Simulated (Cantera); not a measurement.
A closed system holds: 1 mol HF, 2.7 mol H2, at 2723 K and 4.20 bar.

These are equilibrium values from Cantera (NASA tables, ideal gas, pure condensed phases), not measurements of a reactor. Equilibrium is a limit: real reactors are often held back by kinetics, nucleation or transport.

Problem. What is the equilibrium state?

Solution. 
| Property | Result |
|---|---|
| x(H2) | 0.708 |
| x(HF) | 0.267 |
| x(H) | 0.0254 |
| x(F) | 3.41e-5 |
| x(H2F2) | 1.67e-6 |
| gas amount | 3.748 mol |
